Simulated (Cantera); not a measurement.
Feed: 1 mol SiCl₄, 1.3 mol Cl₂, 10 mol H₂, held at 540 Torr.

Equilibrium computed with Cantera from the NASA thermochemical tables; the gas is ideal and each condensed phase is pure. Candidate condensed phases: Si; 19 gas species. The tables' values for SiCl₃ are old estimates; treat these amounts as uncertain. Equilibrium is a limit: real reactors are often held back by kinetics, nucleation or transport.

Problem. At 973 K, list the 4 most abundant gas species with their mole fractions, and the condensed phases.

Solution. H₂ 0.706, HCl 0.213, SiCl₄ 0.0798, SiHCl₃ 0.00149. Condensed: gas only.
